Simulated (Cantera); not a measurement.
**FeS2 + SO2 + O2 (roasting and sulfation)**

A closed system holds: 1 mol FeS2, 2.7 mol SO2, 2.4 mol O2, equilibrated at 8.70 bar.

Method: chemical equilibrium by Gibbs-energy minimisation in Cantera with the NASA 1993 tables (ideal gas, pure condensed phases). Candidate condensed phases: Fe, FeO, FeS, FeSO4, FeS2, Fe2O3, Fe2(SO4)3, Fe3O4, S; 12 gas species. Mutual solubility and eutectic melting of coexisting phases are not modelled. FeS: taken at fixed stoichiometry. Gases not in the tables: S3 to S7. Equilibrium is a limit: real reactors are often held back by kinetics, nucleation or transport.

At 948 K the condensed part is FeS2(s) + Fe3O4(s). From 998 K to 1098 K the condensed part is FeS(s) + Fe3O4(s). From 1148 K to 1598 K the condensed part is Fe3O4(s).

```
T (K)  log p SO2  log p S2  log p S2O  log p SO  log p SO3  n FeS2(s)  n Fe3O4(s)  n FeS(s)
-----  ---------  --------  ---------  --------  ---------  ---------  ----------  --------
948         0.93     -1.03      -1.53     -4.32      -5.86     0.0549       0.315         0
998         0.93     -0.87      -1.42     -3.95      -5.67          0       0.314    0.0575
1048        0.93     -0.77      -1.36     -3.62      -5.49          0       0.322    0.0333
1098        0.93     -0.68      -1.30     -3.32      -5.33          0       0.331   0.00638
1148        0.93     -0.67      -1.30     -3.07      -5.16          0       0.333         0
1198        0.93     -0.66      -1.30     -2.83      -5.00          0       0.333         0
1248        0.93     -0.66      -1.31     -2.62      -4.86          0       0.333         0
1298        0.93     -0.66      -1.32     -2.43      -4.72          0       0.333         0
1348        0.93     -0.66      -1.32     -2.25      -4.59          0       0.333         0
1398        0.93     -0.66      -1.33     -2.08      -4.48          0       0.333         0
1448        0.93     -0.66      -1.33     -1.92      -4.37          0       0.333         0
1498        0.93     -0.67      -1.34     -1.78      -4.27          0       0.333         0
1548        0.93     -0.67      -1.34     -1.64      -4.17          0       0.333         0
1598        0.92     -0.67      -1.35     -1.51      -4.08          0       0.333         0
```
log p: log10 of the partial pressure in bar; n: condensed amount in mol.
